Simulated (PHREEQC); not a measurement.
Synthetic water in mg/kgw, 25 °C, pH 5.75, pe 12.3:

```json
[
 {"constituent": "Na", "mg/kgw": "0.0087"},
 {"constituent": "K", "mg/kgw": "0.00666"},
 {"constituent": "Ca", "mg/kgw": "0.0143"},
 {"constituent": "Mg", "mg/kgw": "0.00562"},
 {"constituent": "Cl", "mg/kgw": "0.0194"},
 {"constituent": "S(6) as SO4", "mg/kgw": "0.0439"},
 {"constituent": "Alkalinity as HCO3", "mg/kgw": "0.0144"},
 {"constituent": "Ba", "mg/kgw": "6.89e-05"},
 {"constituent": "Si as SiO2", "mg/kgw": "0.00182"},
 {"constituent": "N(5) as NO3", "mg/kgw": "1.25e-05"},
 {"constituent": "O(0) (dissolved oxygen)", "mg/kgw": "0.000602"}
]
```

Valence states are taken as typed.

Computed with PHREEQC (ion-association model, wateq4f.dat).

Each row changes one thing in this solution. Precipitation was switched off in this run.

```csv
case,ionic strength (mol/kgw),CO2 (mol/kgw),HCO3- (mol/kgw),CO3-2 (mol/kgw),CaSO4 (mol/kgw),MgSO4 (mol/kgw),SI of Quartz (SiO2)
as made,4.54e-6,8.03e-6,2.01e-6,5.35e-11,3.19e-11,2.43e-11,-3.54
Cl from 0.0194 to 0.0582 mg/kgw,5.09e-6,8.03e-6,2.01e-6,5.35e-11,3.18e-11,2.42e-11,-3.54
pH from 5.75 to 6.75 at the same alkalinity,2.93e-6,1.43e-7,3.58e-7,9.49e-11,3.20e-11,2.44e-11,-3.54
N(5) from 1.25e-05 to 6.25e-06 mg/kgw,4.54e-6,8.03e-6,2.01e-6,5.35e-11,3.19e-11,2.43e-11,-3.54
all concentrations times 4 at the same typed pH,1.28e-5,1.08e-5,2.72e-6,7.27e-11,5.04e-10,3.84e-10,-2.94
```

Complexes and solids missing from the database can't appear.
